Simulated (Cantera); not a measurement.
Input (Python, Cantera):

```python
import numpy as np
import cantera as ct

gas = ct.Solution("gri30.yaml", transport_model="multicomponent")
show = ['C2H2', 'H2', 'O']

rows = []
print(f"{'T/K':>7s}{'rho':>11s}{'cp':>10s}{'mu':>11s}{'lambda':>11s}{'Pr':>7s}" + "".join(f"{'D_' + s:>11s}" for s in show))
for T in [400, 500, 600, 700, 800, 900, 1000, 1100, 1200]:
    gas.TPX = T, 100, {'CO2': 0.23, 'CH4': 0.77}
    Pr = gas.cp_mass * gas.viscosity / gas.thermal_conductivity
    D = [gas.mix_diff_coeffs_mole[gas.species_index(s)] for s in show]
    rows.append([gas.density, gas.cp_mass, gas.viscosity, gas.thermal_conductivity, Pr, *D])
    print(f"{T:7g}{gas.density:11.4e}{gas.cp_mass:10.1f}{gas.viscosity:11.4e}"
          f"{gas.thermal_conductivity:11.4e}{Pr:7.3f}" + "".join(f"{d:11.4e}" for d in D))
print("SI units: kg/m3, J/kg/K, Pa s, W/m/K, m2/s")
```

It prints:

```
    T/K        rho        cp         mu     lambda     Pr     D_C2H2       D_H2        D_O
    400 6.7579e-04    1811.0 1.6441e-05 4.3484e-02  0.685 2.7733e-02 1.1953e-01 5.2555e-02
    500 5.4063e-04    2049.5 1.9626e-05 5.8529e-02  0.687 4.1517e-02 1.7452e-01 7.7372e-02
    600 4.5052e-04    2291.2 2.2525e-05 7.4990e-02  0.688 5.7358e-02 2.3720e-01 1.0570e-01
    700 3.8616e-04    2516.9 2.5209e-05 9.2161e-02  0.688 7.5098e-02 3.0707e-01 1.3731e-01
    800 3.3789e-04    2718.9 2.7723e-05 1.0951e-01  0.688 9.4618e-02 3.8375e-01 1.7200e-01
    900 3.0035e-04    2900.9 3.0101e-05 1.2692e-01  0.688 1.1582e-01 4.6693e-01 2.0964e-01
   1000 2.7031e-04    3078.0 3.2364e-05 1.4490e-01  0.687 1.3863e-01 5.5634e-01 2.5010e-01
   1100 2.4574e-04    3229.2 3.4531e-05 1.6233e-01  0.687 1.6298e-01 6.5178e-01 2.9328e-01
   1200 2.2526e-04    3365.1 3.6616e-05 1.7952e-01  0.686 1.8881e-01 7.5303e-01 3.3908e-01
SI units: kg/m3, J/kg/K, Pa s, W/m/K, m2/s
```

Cantera simulation using GRI-Mech 3.0 (53 species, 325 reactions); the numbers are that mechanism's predictions, not measurements. The composition is frozen, though it would react at the higher temperatures.
